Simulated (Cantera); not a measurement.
Input: 1 mol PbO, 1.5 mol CO, 75 mol N2, at 952 °C and 0.000340 bar.

Cantera equilibrium calculation (NASA polynomials, part measured and part estimated; ideal gas, pure solids and liquids). Candidate condensed phases: C, Pb, PbO, PbO2, Pb3O4; 27 gas species. Kinetics and transport are ignored.

Base state: N2 0.968, CO2 0.0129, Pb 0.0129, CO 0.00645 (mole fractions); condensed: gas only.

Q: What changes in the equilibrium state with this change: PbO replaced by Fe(CO)5?

A: 
```csv
species,before,after
N2,0.968,0.920
CO,0.00645,0.0798
CO2,0.0129,2.90e-8
Pb,0.0129,0
"Fe(γ), mol",0,1.000
```
Further candidate phases: Fe, Fe(CO)5, FeO, Fe2O3, Fe3O4.
